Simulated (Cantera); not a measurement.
Adiabatic ignition

An adiabatic, constant-pressure homogeneous reactor starts with 7.55 % CH₄, 22.6 % O₂, 69.9 % N₂, equivalence ratio 0.67, at 1623 K and 0.250 bar.

Detailed kinetics in Cantera: GRI-Mech 3.0 (53 species, 325 reactions).

```json
[
 {"t (s)": "2.00e-6", "T (K)": "1623", "x CH₄": "0.0755", "x O₂": "0.226", "x CH₂CO": "<1e-12", "x H₂": "3.66e-8", "x OH": "2.49e-8"},
 {"t (s)": "5.70e-6", "T (K)": "1623", "x CH₄": "0.0755", "x O₂": "0.226", "x CH₂CO": "<1e-12", "x H₂": "1.57e-7", "x OH": "6.71e-8"},
 {"t (s)": "1.62e-5", "T (K)": "1623", "x CH₄": "0.0755", "x O₂": "0.226", "x CH₂CO": "<1e-12", "x H₂": "5.30e-7", "x OH": "9.38e-8"},
 {"t (s)": "4.62e-5", "T (K)": "1623", "x CH₄": "0.0755", "x O₂": "0.226", "x CH₂CO": "<1e-12", "x H₂": "1.70e-6", "x OH": "1.55e-7"},
 {"t (s)": "0.000132", "T (K)": "1623", "x CH₄": "0.0755", "x O₂": "0.226", "x CH₂CO": "7.45e-12", "x H₂": "6.29e-6", "x OH": "3.91e-7"},
 {"t (s)": "0.000375", "T (K)": "1623", "x CH₄": "0.0752", "x O₂": "0.226", "x CH₂CO": "4.95e-9", "x H₂": "4.36e-5", "x OH": "1.88e-6"},
 {"t (s)": "0.00107", "T (K)": "2119", "x CH₄": "0.0115", "x O₂": "0.147", "x CH₂CO": "0.000586", "x H₂": "0.0280", "x OH": "0.00365"},
 {"t (s)": "0.00304", "T (K)": "2590", "x CH₄": "<1e-12", "x O₂": "0.0767", "x CH₂CO": "<1e-12", "x H₂": "0.00976", "x OH": "0.0254"},
 {"t (s)": "0.00866", "T (K)": "2616", "x CH₄": "<1e-12", "x O₂": "0.0738", "x CH₂CO": "<1e-12", "x H₂": "0.00913", "x OH": "0.0246"},
 {"t (s)": "0.0247", "T (K)": "2611", "x CH₄": "<1e-12", "x O₂": "0.0711", "x CH₂CO": "<1e-12", "x H₂": "0.00910", "x OH": "0.0240"},
 {"t (s)": "0.0702", "T (K)": "2611", "x CH₄": "<1e-12", "x O₂": "0.0707", "x CH₂CO": "<1e-12", "x H₂": "0.00910", "x OH": "0.0239"},
 {"t (s)": "0.200", "T (K)": "2611", "x CH₄": "<1e-12", "x O₂": "0.0707", "x CH₂CO": "<1e-12", "x H₂": "0.00910", "x OH": "0.0239"}
]
```
x: mole fraction; the columns are a selection and need not sum to one.

```
Quantity                                                           Value
---------------------------------  -------------------------------------
time of steepest temperature rise                                1.07 ms
temperature at 0.200 s                                            2611 K
equilibrium temperature                                           2611 K
x(CH₄) at 0.200 s                  <1e-12 (gas-phase equilibrium <1e-12)
x(O₂) at 0.200 s                   0.0707 (gas-phase equilibrium 0.0707)
x(CH₂CO) at 0.200 s                <1e-12 (gas-phase equilibrium <1e-12)
```
